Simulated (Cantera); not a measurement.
Feed: 1 mol SiO2, 2000 mol H2, held at 475 °C and 1.30 bar.

Equilibrium computed with Cantera from the NASA thermochemical tables; the gas is ideal and each condensed phase is pure. Candidate condensed phases: H2O, Si, SiO2; 18 gas species. Rates play no part.

Base state: H2 1.00 (mole fractions); condensed: SiO2(α-quartz).

What changes in the equilibrium state with this change: SiO2 replaced by PbO?


```json
[
 {"species": "H2", "before": "1.00", "after": "1.000"},
 {"species": "H2O", "before": "<1e-9", "after": "0.000500"},
 {"species": "SiO2(α-quartz), mol", "before": "1.00", "after": "0"},
 {"species": "Pb(l), mol", "before": "0", "after": "1.000"}
]
```
Further candidate phases: Pb, PbO, PbO2, Pb3O4.
